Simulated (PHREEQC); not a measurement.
Spent oxide etchant (model solution)

A solution holds 0.0016 mol HF and 4.1e-05 mol (NH4)2SiF6 per kg of water, at 80 °C. Closed to the air; pH follows from the charge balance.

All values are PHREEQC results (ion-association model, phreeqc.dat), not measurements.

Each row changes one thing in this solution. This is a speciation only: nothing precipitates in the calculation.

| case | pH | ionic strength (mol/kgw) | HF (mol/kgw) | F- (mol/kgw) | HF2- (mol/kgw) | NH3 (mol/kgw) | SI of Quartz (SiO2) |
|---|---|---|---|---|---|---|---|
| as made | 3.31 | 0.000591 | 0.00125 | 0.000588 | 3.15e-6 | 2.38e-9 | -1.09 |
| HF from 0.0016 to 0.00016 mol/kgw | 3.81 | 0.000241 | 0.000164 | 0.000241 | 1.70e-7 | 7.59e-9 | -1.09 |
| (NH4)2SiF6 from 4.1e-05 to 4.51e-05 mol/kgw | 3.31 | 0.000599 | 0.00127 | 0.000596 | 3.24e-6 | 2.61e-9 | -1.05 |
| (NH4)2SiF6 from 4.1e-05 to 4.1e-06 mol/kgw | 3.30 | 0.000518 | 0.00110 | 0.000516 | 2.44e-6 | 2.37e-10 | -2.09 |
| diluted 2-fold with water | 3.48 | (withheld) | 0.000542 | 0.000379 | 8.81e-7 | 1.79e-9 | -1.39 |
| HF replaced by NaBF4 at the same molality | 3.31 | 0.00219 | 0.00371 | 0.00183 | 2.91e-5 | 2.35e-9 | (withheld) |
| diluted 10-fold with water | 3.94 | 0.000123 | (withheld) | 0.000123 | 3.24e-8 | 1.05e-9 | -2.09 |

Problem. Fill in the missing entries.

Solution. 
- diluted 2-fold with water, ionic strength (mol/kgw): 0.000380
- HF replaced by NaBF4 at the same molality, SI of Quartz (SiO2): -1.11
- diluted 10-fold with water, HF (mol/kgw): 6.12e-5

Constants without temperature data keep their 25 °C values here. SiF6-2 is the database's only silicon fluoride. Real BF4- forms and hydrolyses slowly; the run takes it at equilibrium.
